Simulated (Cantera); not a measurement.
# Thermodynamics of hydrogen reduction and annealing atmospheres, feed Al₂O₃ + H₂ + N₂

Input: 1 mol Al₂O₃, a varied amount of H₂, 4 mol N₂, at 877 °C and 0.133 bar.

Equilibrium computed with Cantera from the NASA thermochemical tables; the gas is ideal and each condensed phase is pure. Candidate condensed phases: Al, AlN, Al₂O₃, H₂O; 35 gas species. The numbers say what is thermodynamically allowed, not how fast it happens.

From 0.37 mol H₂ to 330 mol H₂ the condensed part is Al₂O₃(s).

```json
[
 {"n(H₂) (mol)": "0.37", "log p H₂": "-1.95", "log p N₂": "-0.91", "log p NH₃": "-6.99", "log p H₂O": "-7.86", "log p H": "-8.10", "n Al₂O₃(s)": "1.00"},
 {"n(H₂) (mol)": "0.8", "log p H₂": "-1.65", "log p N₂": "-0.95", "log p NH₃": "-6.57", "log p H₂O": "-7.58", "log p H": "-7.95", "n Al₂O₃(s)": "1.00"},
 {"n(H₂) (mol)": "1.7", "log p H₂": "-1.40", "log p N₂": "-1.03", "log p NH₃": "-6.23", "log p H₂O": "-7.35", "log p H": "-7.83", "n Al₂O₃(s)": "1.000"},
 {"n(H₂) (mol)": "3.6", "log p H₂": "-1.20", "log p N₂": "-1.15", "log p NH₃": "-5.99", "log p H₂O": "-7.19", "log p H": "-7.73", "n Al₂O₃(s)": "1.000"},
 {"n(H₂) (mol)": "7.7", "log p H₂": "-1.06", "log p N₂": "-1.34", "log p NH₃": "-5.87", "log p H₂O": "-7.11", "log p H": "-7.66", "n Al₂O₃(s)": "1.000"},
 {"n(H₂) (mol)": "16", "log p H₂": "-0.97", "log p N₂": "-1.57", "log p NH₃": "-5.86", "log p H₂O": "-7.11", "log p H": "-7.61", "n Al₂O₃(s)": "1.000"},
 {"n(H₂) (mol)": "35", "log p H₂": "-0.92", "log p N₂": "-1.86", "log p NH₃": "-5.93", "log p H₂O": "-7.15", "log p H": "-7.59", "n Al₂O₃(s)": "1.000"},
 {"n(H₂) (mol)": "74", "log p H₂": "-0.90", "log p N₂": "-2.17", "log p NH₃": "-6.04", "log p H₂O": "-7.23", "log p H": "-7.58", "n Al₂O₃(s)": "1.000"},
 {"n(H₂) (mol)": "160", "log p H₂": "-0.89", "log p N₂": "-2.49", "log p NH₃": "-6.19", "log p H₂O": "-7.33", "log p H": "-7.57", "n Al₂O₃(s)": "1.000"},
 {"n(H₂) (mol)": "330", "log p H₂": "-0.88", "log p N₂": "-2.80", "log p NH₃": "-6.33", "log p H₂O": "-7.42", "log p H": "-7.57", "n Al₂O₃(s)": "1.000"}
]
```
log p: log10 of the partial pressure in bar; n: condensed amount in mol.
